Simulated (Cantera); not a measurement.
A perfectly stirred reactor is fed with 3.03 % CH4, 1.66 % H2, 16.0 % O2, 60.2 % N2, 19.1 % CO2, equivalence ratio 0.43, at 1.00 bar; it is adiabatic with a 800 K inlet, and is followed from long to short residence time, starting on the burning branch (τ in s: 0.27, 0.09, 0.03, 0.01, 0.0035, 0.0012, 0.0004, 0.00013, 4.5e-05).

Detailed kinetics in Cantera: GRI-Mech 3.0 (53 species, 325 reactions).

x: mole fraction; the columns are a selection and need not sum to one.

```tsv
τ (s)	T (K)	x CH4	x H2	x O2	x O	x CH3	x C2H4
0.27	1523	9.63e-6	2.53e-5	0.0921	3.95e-5	1.29e-6	?
0.090	1519	1.95e-5	5.28e-5	0.0922	8.00e-5	2.44e-6	?
0.030	1514	3.97e-5	0.000111	0.0924	0.000160	4.50e-6	?
0.010	1502	8.16e-5	0.000231	0.0929	0.000312	8.16e-6	?
0.0035	1482	0.000169	0.000469	0.0940	0.000551	1.47e-5	?
0.0012	1444	0.000398	0.000999	0.0962	0.000850	2.90e-5	?
0.00040	800	0.0303	0.0166	0.160	<1e-12	<1e-12	<1e-12
0.00013	800	0.0303	0.0166	0.160	<1e-12	<1e-12	<1e-12
4.5e-5	800	0.0303	0.0166	0.160	<1e-12	<1e-12	<1e-12
```

**Question.** Some entries are withheld; supply them.

**Answer.** 
- 0.27, x C2H4: 2.86e-9
- 0.090, x C2H4: 6.53e-9
- 0.030, x C2H4: 1.34e-8
- 0.010, x C2H4: 2.53e-8
- 0.0035, x C2H4: 4.75e-8
- 0.0012, x C2H4: 1.19e-7
